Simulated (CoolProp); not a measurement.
The numbers come from the reference Helmholtz-energy equation of state, Thol 2019 in CoolProp.

### Question
Give the vapour pressure (MPa), vapour Z, surface tension (mN/m) of saturated dodecamethylpentasiloxane (MD3M) at 181.35 °C.

### Answer
```
T (°C)  p (MPa)  vapour Z  surface tension (mN/m)
------  -------  --------  ----------------------
181.35   0.0284     0.957                    7.93
```

Surface tension comes from a separate correlation (Mulero 2014), older than this fluid's equation and unchecked against measurements.
